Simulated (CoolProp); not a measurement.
Oxygen along the isobar 6.09 MPa: density (kg/m³) from the reference equation and from simpler models built on Tc = 154.6 K, pc = 5.046 MPa, ω = 0.022; each cubic takes its own stable root.

Model: reference Helmholtz-energy equation of state, Schmidt 1985, in CoolProp.

| T (K) | phase | reference |
|---|---|---|
| 104.2 | liquid | 1086 |
| 116.2 | liquid | 1021 |
| 128.1 | liquid | 947.9 |
| 140.1 | liquid | 857.0 |
| 152.1 | liquid | 718.7 |
| 164.1 | supercritical | 284.3 |
| 176.1 | supercritical | 198.7 |
| 188 | supercritical | 165.5 |
| 200 | supercritical | 145.0 |
| 212 | supercritical | 130.4 |
| 224 | supercritical | 119.2 |
| 236 | supercritical | 110.3 |
| 247.9 | supercritical | 102.9 |
| 259.9 | supercritical | 96.56 |
| 271.9 | supercritical | 91.11 |
| 283.9 | supercritical | 86.33 |

Problem. How far does each simpler model (van der Waals, Redlich-Kwong, Soave-Redlich-Kwong, Peng-Robinson) lie from the reference over these 16 states: mean and median of the absolute difference, and the worst?

Solution. 
- van der Waals: mean 11.1 %, median 2.7 %, worst -30.2 % at 104.2 K and 6.09 MPa
- Redlich-Kwong: mean 1.6 %, median 0.5 %, worst -11.1 % at 152.1 K and 6.09 MPa
- Soave-Redlich-Kwong: mean 1.8 %, median 0.7 %, worst -11.1 % at 152.1 K and 6.09 MPa
- Peng-Robinson: mean 4.3 %, median 3.0 %, worst +12.4 % at 104.2 K and 6.09 MPa
